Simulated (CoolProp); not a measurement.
Vapour-liquid equilibrium of o-xylene (1) + n-decane (2) at 0.000388 MPa; x and y are mole fractions of (1).

Model: multi-fluid Helmholtz-energy mixture model, Zhou 2012 and Lemmon 2006; pair parameters Bell 2016, in CoolProp.

```tsv
x	bubble temperature (K)	y at the bubble point	dew temperature at overall composition x (K)	liquid density (mol/L)
0.05	306.9	0.195	308.9	5.163
0.15	302.6	0.460	307.6	5.410
0.25	299.0	0.625	306.1	5.670
0.35	296.1	0.735	304.5	5.946
0.45	293.7	0.811	302.8	6.241
0.55	291.6	0.866	300.7	6.558
0.65	289.7	0.908	298.4	6.901
0.75	288.1	0.941	295.6	7.272
0.85	286.6	0.968	292.2	7.677
0.95	285.3	0.990	287.6	8.120
```

No azeotrope shows between x = 0.05 and 0.95.

Pair parameters are fitted to limited data, so mixtures are less certain than the pure fluids.
